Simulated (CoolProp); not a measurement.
Vapour-liquid equilibrium of acetone (1) + n-decane (2) at 382 K; x and y are mole fractions of (1).

Computed with CoolProp (multi-fluid Helmholtz-energy mixture model, Lemmon 2006 and Lemmon 2006; pair parameters Bell 2016).

| x | bubble pressure, mixture model (MPa) | bubble pressure, Raoult's law (MPa) | y, mixture model | y, Raoult's law |
|---|---|---|---|---|
| 0.05 | 0.05221 | 0.03604 | 0.747 | 0.645 |
| 0.15 | 0.1299 | 0.08115 | 0.903 | 0.859 |
| 0.25 | 0.1979 | 0.1263 | 0.940 | 0.920 |
| 0.35 | 0.2511 | 0.1714 | 0.955 | 0.949 |
| 0.45 | 0.2903 | 0.2165 | 0.964 | 0.966 |
| 0.55 | 0.3202 | 0.2616 | 0.969 | 0.977 |
| 0.65 | 0.3459 | 0.3067 | 0.974 | 0.985 |
| 0.75 | 0.3724 | 0.3519 | 0.979 | 0.990 |
| 0.85 | 0.4034 | 0.3970 | 0.986 | 0.995 |
| 0.95 | 0.4420 | 0.4421 | 0.994 | 0.998 |

The largest gap from Raoult's law is +60.1 % in bubble pressure, at x = 0.15. No azeotrope shows between x = 0.05 and 0.95.

Pair parameters are fitted to limited data, so mixtures are less certain than the pure fluids. With so large a gap from Raoult's law the liquid may split in two, which this calculation doesn't test in full.
